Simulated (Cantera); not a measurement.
**B₂O₃ + H₂O + H₂ (boron, boron nitride and boron oxide)**

Feed: 1 mol B₂O₃, 1.6 mol H₂O, 0.12 mol H₂, equilibrated at 76.0 Pa.

Equilibrium computed with Cantera from the NASA thermochemical tables; the gas is ideal and each condensed phase is pure. Candidate condensed phases: B, B₂O₃, B₃O₃H₃, H₂O; 23 gas species. Gases not in the tables: H₃BO₃. Equilibrium is a limit: real reactors are often held back by kinetics, nucleation or transport.

| T (K) | log p H₂O | log p HBO₂ | log p B₂O₃ | log p H₂ | log p BO₂ | log p H | log p OH | log p O₂ | n B₂O₃(l) |
|---|---|---|---|---|---|---|---|---|---|
| 850 | -3.15 | -7.78 | <-15 | -4.28 | <-15 | -12.83 | -14.95 | <-15 | 0.996 |
| 950 | -3.15 | -6.64 | -12.57 | -4.28 | <-15 | -11.39 | -13.10 | <-15 | 0.997 |
| 1050 | -3.15 | -5.73 | -10.49 | -4.28 | -14.05 | -10.23 | -11.60 | <-15 | 0.996 |
| 1150 | -3.16 | -4.98 | -8.78 | -4.28 | -12.08 | -9.27 | -10.36 | -14.49 | 0.987 |
| 1250 | -3.18 | -4.37 | -7.36 | -4.29 | -10.43 | -8.46 | -9.33 | -12.70 | 0.950 |
| 1350 | -3.24 | -3.88 | -6.15 | -4.32 | -9.04 | -7.78 | -8.49 | -11.22 | 0.834 |
| 1450 | -3.39 | -3.51 | -5.12 | -4.38 | -7.87 | -7.21 | -7.85 | -10.08 | 0.536 |
| 1550 | -3.67 | -3.33 | -4.36 | -4.48 | -6.97 | -6.74 | -7.41 | -9.28 | 0 |
| 1650 | -3.66 | -3.34 | -4.29 | -4.48 | -6.40 | -6.28 | -6.81 | -8.23 | 0 |
| 1750 | -3.65 | -3.36 | -4.24 | -4.47 | -5.90 | -5.87 | -6.28 | -7.30 | 0 |
| 1850 | -3.64 | -3.37 | -4.20 | -4.46 | -5.46 | -5.50 | -5.81 | -6.50 | 0 |
| 1950 | -3.64 | -3.39 | -4.16 | -4.42 | -5.08 | -5.15 | -5.41 | -5.86 | 0 |
log p: log10 of the partial pressure in bar; n: condensed amount in mol.

From 850 K to 1450 K the condensed part is B₂O₃(l). From 1550 K to 1950 K nothing is condensed.
